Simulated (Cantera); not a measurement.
Cantera run:

```python
import numpy as np
import cantera as ct

gas_names = """
    CO2 O3 O TaO2
""".split()
cond_names = """
    Ta2O5(s) Ta2O5(L) TaC(s) TaC(L) C(gr)
""".split()


# ... load() reads the species with a 1 bar reference pressure and builds the phases ...
species = {s.name: s for s in load("nasa_gas.yaml", gas_names) + load("nasa_condensed.yaml", cond_names)}
# Each term lists the table entries of one substance; the one whose range holds T is used.
reactions = {
    'Ta2O5 + 2 CO2(g) = 3 O3(g) + 2 TaC':
        [(-1, ['Ta2O5(s)', 'Ta2O5(L)']), (-2, ['CO2']), (3, ['O3']), (2, ['TaC(s)', 'TaC(L)'])],
    '9 O(g) + 2 TaC = 2 CO2(g) + Ta2O5':
        [(-9, ['O']), (-2, ['TaC(s)', 'TaC(L)']), (2, ['CO2']), (1, ['Ta2O5(s)', 'Ta2O5(L)'])],
    'C + 2 Ta2O5 = CO2(g) + 4 TaO2(g)':
        [(-1, ['C(gr)']), (-2, ['Ta2O5(s)', 'Ta2O5(L)']), (1, ['CO2']), (4, ['TaO2'])],
}


def pick(names, T):
    return next(species[n] for n in names if species[n].thermo.min_temp <= T <= species[n].thermo.max_temp)


results = []
for label, terms in reactions.items():
    print(label)
    print("     T/K   dH/kJ  dS/(J/K)   dG/kJ   log10 K")
    for T in [300, 2650, 2675, 2700, 2725, 2750, 2775, 2800, 2825, 2850, 2875, 2900]:
        used = [(nu, pick(names, T)) for nu, names in terms]
        dH = sum(nu * s.thermo.h(T) for nu, s in used) / 1e6
        dS = sum(nu * s.thermo.s(T) for nu, s in used) / 1e3
        dG = dH - T * dS / 1e3
        logK = -dG * 1e6 / (ct.gas_constant * T * np.log(10))
        results.append((label, T, dH, dS, dG, logK, [s.name for _, s in used]))
        print(f"{T:8g} {dH:8.1f} {dS:8.1f} {dG:8.1f} {logK:8.2f}")
```

It prints:

```
Ta2O5 + 2 CO2(g) = 3 O3(g) + 2 TaC
     T/K   dH/kJ  dS/(J/K)   dG/kJ   log10 K
     300   2970.2    230.9   2900.9  -505.08
    2650   2814.7    136.7   2452.4   -48.34
    2675   2815.0    136.8   2449.0   -47.82
    2700   2815.4    137.0   2445.6   -47.31
    2725   2815.8    137.1   2442.2   -46.81
    2750   2816.2    137.3   2438.7   -46.32
    2775   2816.8    137.5   2435.3   -45.84
    2800   2817.3    137.7   2431.9   -45.37
    2825   2817.9    137.9   2428.4   -44.90
    2850   2818.5    138.1   2425.0   -44.44
    2875   2819.2    138.3   2421.5   -43.99
    2900   2819.9    138.6   2418.1   -43.55
9 O(g) + 2 TaC = 2 CO2(g) + Ta2O5
     T/K   dH/kJ  dS/(J/K)   dG/kJ   log10 K
     300  -4787.5   -963.9  -4498.3   783.21
    2650  -4641.3   -920.7  -2201.3    43.39
    2675  -4640.0   -920.3  -2178.3    42.54
    2700  -4638.8   -919.8  -2155.3    41.70
    2725  -4637.5   -919.3  -2132.3    40.87
    2750  -4636.3   -918.9  -2109.3    40.07
    2775  -4635.1   -918.4  -2086.4    39.27
    2800  -4633.9   -918.0  -2063.4    38.49
    2825  -4632.7   -917.6  -2040.5    37.73
    2850  -4631.5   -917.2  -2017.5    36.98
    2875  -4630.3   -916.8  -1994.6    36.24
    2900  -4629.1   -916.3  -1971.7    35.51
C + 2 Ta2O5 = CO2(g) + 4 TaO2(g)
     T/K   dH/kJ  dS/(J/K)   dG/kJ   log10 K
     300   2895.0   1042.4   2582.3  -449.61
    2650   2333.9    679.7    532.6   -10.50
    2675   2328.6    677.7    515.6   -10.07
    2700   2323.2    675.7    498.7    -9.65
    2725   2317.8    673.7    481.9    -9.24
    2750   2312.4    671.8    465.0    -8.83
    2775   2307.1    669.8    448.3    -8.44
    2800   2301.7    667.9    431.6    -8.05
    2825   2296.3    666.0    414.9    -7.67
    2850   2291.0    664.1    398.3    -7.30
    2875   2285.6    662.2    381.7    -6.93
    2900   2280.3    660.4    365.1    -6.58
```

Standard-state values (1 bar) from the NASA 1993 polynomials, evaluated with Cantera. TaC: taken at fixed stoichiometry. Condensed species are held in their standard states even where they would react or evaporate.
